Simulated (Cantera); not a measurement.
Transport properties of process gases

Gas mixture: O₂ = 0.85 (molar parts), at 5.00 bar, frozen composition.

Cantera's kinetic-theory transport with the Lennard-Jones parameters of GRI-Mech 3.0, ideal gas; thermal conductivity in the mixture-averaged form.

```csv
T (K),ρ (kg/m³),cp (J/kg/K),μ (µPa s),λ (mW/m/K),Pr,D (cm²/s) C₂H₂,D (cm²/s) H,D (cm²/s) OH
400,4.81,941.4,25.6,33.9,0.713,0.0568,0.431,0.108
500,3.85,971.4,30.0,41.1,0.709,0.0842,0.635,0.158
600,3.21,1003,34.1,48.2,0.709,0.116,0.869,0.215
700,2.75,1031,37.8,55.0,0.709,0.151,1.13,0.279
800,2.41,1055,41.4,61.4,0.710,0.189,1.42,0.349
900,2.14,1074,44.7,67.6,0.710,0.231,1.73,0.425
```
D: mixture-averaged diffusion coefficient of that species in the mixture.
